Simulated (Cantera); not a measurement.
A closed system holds: 1 mol Si, 0.017 mol H2O, equilibrated at 13300 Pa.

Method: chemical equilibrium by Gibbs-energy minimisation in Cantera with the NASA 1993 tables (ideal gas, pure condensed phases). Candidate condensed phases: H2O, Si, SiO2; 18 gas species. Rates play no part. All values below are at 823 K.

Base state: H2 1.00 (mole fractions); condensed: Si(s) + SiO2(α-quartz).

Task: What changes in the equilibrium state with this change: Si replaced by Fe2O3?

Result: 
```json
[
 {"species": "H2O", "before": "<1e-9", "after": "1.00"},
 {"species": "H2", "before": "1.00", "after": "6.85e-9"},
 {"species": "Si(s), mol", "before": "0.992", "after": "0"},
 {"species": "SiO2(α-quartz), mol", "before": "0.00850", "after": "0"},
 {"species": "Fe2O3(s), mol", "before": "0", "after": "1.00"}
]
```
Further candidate phases: Fe, FeO, Fe(OH)2, Fe(OH)3, Fe2O3, Fe3O4.
